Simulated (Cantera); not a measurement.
An isothermal, constant-pressure homogeneous reactor starts with N2O : H2 : N2 = 1 : 0.0055 : 4.4 (molar parts), at 1300 K and 0.132 atm. Integrator tolerance rtol = 1e-08.

Detailed kinetics in Cantera: GRI-Mech 3.0 (53 species, 325 reactions). GRI-Mech 3.0 was tuned for natural gas; its chemistry of N2O as a main component is partial and can be far from experiment. The mechanism lacks the step 2 NO + O2 → 2 NO2, which can matter for NO2 below about 1400 K. The temperature is held fixed by assumption; the heat of reaction is taken as removed at once.

Question: What does this change do: pressure from 0.132 atm to 0.00642 atm?

Answer: 
| quantity | before | after |
|---|---|---|
| x(N2O) at 20.0 s | 0.000232 (gas-phase equilibrium 7.08e-9) | 0.112 (gas-phase equilibrium 1.56e-9) |
| x(H2) at 20.0 s | 1.69e-9 (gas-phase equilibrium 7.68e-10) | 2.65e-8 (gas-phase equilibrium 3.48e-9) |
| x(H) at 20.0 s | 2.62e-10 (gas-phase equilibrium 8.45e-11) | 1.96e-8 (gas-phase equilibrium 8.14e-10) |
| x(NO2) at 20.0 s | 3.97e-5 (gas-phase equilibrium 6.78e-7) | 1.91e-5 (gas-phase equilibrium 1.50e-7) |
| x(OH) at 20.0 s | 1.92e-6 (gas-phase equilibrium 1.34e-6) | 9.66e-6 (gas-phase equilibrium 2.85e-6) |
| x(H2O) at 20.0 s | 0.000931 (gas-phase equilibrium 0.000931) | 0.000979 (gas-phase equilibrium 0.000930) |
| x(HO2) at 20.0 s | 1.15e-9 (gas-phase equilibrium 1.10e-9) | 3.24e-8 (gas-phase equilibrium 5.16e-10) |
Radical loss at walls, strong at low pressure, is not modelled.
